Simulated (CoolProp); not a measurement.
The numbers come from the reference Helmholtz-energy equation of state, Lemmon 2009 in CoolProp.

Problem. For propane, give the phase and the Z, cv (kJ/(kg K)), isothermal compressibility (1/MPa) at 271.6 K and 5.67 MPa.

Solution. 
- 271.6 K and 5.67 MPa: liquid; Z 0.205, cv 1.57, isothermal compressibility 0.00308
